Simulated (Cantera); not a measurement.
Feed: 1 mol acetone, 0.03 mol H2O, 6.7 mol H2, held at 1.20 mbar.

These are equilibrium values from Cantera (NASA tables, ideal gas, pure condensed phases), not measurements of a reactor. Candidate condensed phases: C, C6H6, C7H8, C8H18, H2O; 110 gas species. The feed counts by its element totals alone. Equilibrium is a limit: real reactors are often held back by kinetics, nucleation or transport.

x: gas mole fraction; n: condensed amount in mol.

```
T (K)   x H2     x H    x CO      x C3  x C2H2 (acetylene)       x C     x C2H  n C(graphite)
-----  -----  ------  ------  --------  ------------------  --------  --------  -------------
1875   0.887  0.0178  0.0949  8.60e-10            0.000281   1.43e-9   6.71e-8           1.96
1975   0.869  0.0368  0.0940   1.24e-8            0.000564   1.47e-8   4.11e-7           1.96
2075   0.836     ___  0.0924       ___                 ___       ___       ___           1.95
2175   0.784   0.125  0.0898   1.21e-6             0.00175   8.12e-7   8.99e-6           1.93
2275     ___     ___  0.0859       ___                 ___       ___       ___           1.90
2375   0.600   0.315  0.0806   5.33e-5             0.00373   2.27e-5  0.000106           1.87
2475   0.473   0.447  0.0743  0.000280             0.00460   9.80e-5  0.000296           1.82
2575   0.341   0.584  0.0676   0.00128             0.00501  0.000377  0.000719           1.72
2675   0.222   0.703  0.0613   0.00525             0.00479   0.00131   0.00154           1.45
2775   0.131   0.781  0.0558    0.0193             0.00400   0.00417   0.00290          0.477
```

Task: Fill in the missing entries.

Result: 
- 2075, x H: 0.0703
- 2075, x C3: 1.37e-7
- 2075, x C2H2 (acetylene): 0.00104
- 2075, x C: 1.20e-7
- 2075, x C2H: 2.09e-6
- 2275, x H2: 0.706
- 2275, x H: 0.206
- 2275, x C3: 8.73e-6
- 2275, x C2H2 (acetylene): 0.00269
- 2275, x C: 4.62e-6
- 2275, x C2H: 3.32e-5
